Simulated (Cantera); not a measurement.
Mixture: H2 : O2 : N2 = 1 : 0.862 : 3.97 (molar parts), equivalence ratio 0.58, at 380000 Pa, adiabatic and at constant pressure. Ignition delay is the time to a rise of 400 K.

Computed with Cantera and the H2/O2 subset of GRI-Mech 3.0, which has no nitrogen chemistry. The hydrogen kinetics of GRI-Mech 3.0 are dated; newer H2 mechanisms differ, most at raised pressure. Where the delays flatten at high temperature, the 400 K rule measures the pace of heat release, not the induction time.

Question: What does this change do: N2 3.97 to 7.2 parts?

Answer: 
| quantity | before | after |
|---|---|---|
| delay at 1250 K | 13.5 µs | 22.6 µs |
| delay at 1350 K | 8.08 µs | 14.3 µs |
| delay at 1450 K | 5.71 µs | 11.0 µs |
| delay at 1550 K | 4.52 µs | 9.56 µs |
| delay at 1650 K | 3.91 µs | 9.15 µs |
